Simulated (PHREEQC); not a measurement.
**Alkaline etch or developer (model solution)**

A solution holds 0.0011 mol TMAH and 0.0044 mol K2CO3 per kg of water, at 44 °C. Closed to the air; pH follows from the charge balance.

Equilibrium calculation in PHREEQC: ion-association model, phreeqc.dat.

pH: 10.66
ionic strength: 0.0134 mol/kgw
total alkalinity: 9.90 meq/kg

```
species   molality  activity   log γ
--------  --------  --------  ------
K+         0.00880   0.00777  -0.054
CO3-2      0.00354   0.00222  -0.203
OH-        0.00196   0.00173  -0.054
(CH3)4N+   0.00110  0.000973  -0.053
HCO3-     0.000864  0.000768  -0.051
CO2        3.27e-8   3.28e-8   0.001
```

This is a speciation only: nothing precipitates in the calculation. (CH3)4N+ isn't in the database: it is added as a free cation with an ion size of 4 Å. Away from 25 °C the constants follow the database's enthalpies or fits; those with neither stay at their 25 °C values.
